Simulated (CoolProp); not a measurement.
Chlorine along the isobar 782 kPa: fugacity coefficient from the reference equation and from simpler models built on Tc = 143.7 °C, pc = 7642 kPa, ω = 0.070; each cubic takes its own stable root.

Computed with CoolProp (reference Helmholtz-energy equation of state, Thol 2021).

```tsv
T (°C)	phase	reference
-23.35	liquid	0.1978
-7.55	liquid	0.3496
8.15	liquid	0.5699
23.95	liquid	0.8735
39.75	gas	0.9175
55.45	gas	0.9298
71.25	gas	0.9398
87.05	gas	0.9480
102.75	gas	0.9547
118.55	gas	0.9604
134.35	gas	0.9651
150.05	gas	0.9691
165.85	gas	0.9725
```

### Question
How far does each simpler model (van der Waals, Soave-Redlich-Kwong, Peng-Robinson) lie from the reference over these 13 states: mean and median of the absolute difference, and the worst?

### Answer
- van der Waals: mean 40.8 %, median 1.3 %, worst +292.2 % at -23.35 °C and 782 kPa
- Soave-Redlich-Kwong: mean 0.6 %, median 0.2 %, worst +2.3 % at -23.35 °C and 782 kPa
- Peng-Robinson: mean 1.0 %, median 0.6 %, worst +4.6 % at -23.35 °C and 782 kPa

At some of these states van der Waals gives the other phase, because its saturation line lies elsewhere.
